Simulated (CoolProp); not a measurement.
Carbon monoxide along the isobar 3.1 MPa: density (kg/m³) from the reference equation and from simpler models built on Tc = 132.9 K, pc = 3.498 MPa, ω = 0.050; each cubic takes its own stable root.

The numbers come from the reference Helmholtz-energy equation of state, Lemmon 2006 in CoolProp. It is a short technical equation, of lower accuracy than the large ones.

```json
[
 {"T (K)": "131.9", "phase": "gas", "reference": "145.5"},
 {"T (K)": "149.1", "phase": "gas", "reference": "92.22"},
 {"T (K)": "166.2", "phase": "gas", "reference": "74.53"},
 {"T (K)": "183.3", "phase": "gas", "reference": "63.89"},
 {"T (K)": "200.4", "phase": "gas", "reference": "56.43"},
 {"T (K)": "217.5", "phase": "gas", "reference": "50.79"},
 {"T (K)": "234.7", "phase": "gas", "reference": "46.30"},
 {"T (K)": "251.8", "phase": "gas", "reference": "42.64"},
 {"T (K)": "268.9", "phase": "gas", "reference": "39.57"},
 {"T (K)": "286", "phase": "gas", "reference": "36.95"},
 {"T (K)": "303.1", "phase": "gas", "reference": "34.69"},
 {"T (K)": "320.3", "phase": "gas", "reference": "32.69"},
 {"T (K)": "337.4", "phase": "gas", "reference": "30.93"}
]
```

**Question.** How far does each simpler model (Redlich-Kwong, Soave-Redlich-Kwong, Peng-Robinson) lie from the reference over these 13 states: mean and median of the absolute difference, and the worst?

**Answer.** 
- Redlich-Kwong: mean 0.5 %, median 0.5 %, worst +0.6 % at 149.1 K and 3.1 MPa
- Soave-Redlich-Kwong: mean 0.5 %, median 0.5 %, worst -0.6 % at 234.7 K and 3.1 MPa
- Peng-Robinson: mean 1.6 %, median 1.0 %, worst +5.1 % at 131.9 K and 3.1 MPa
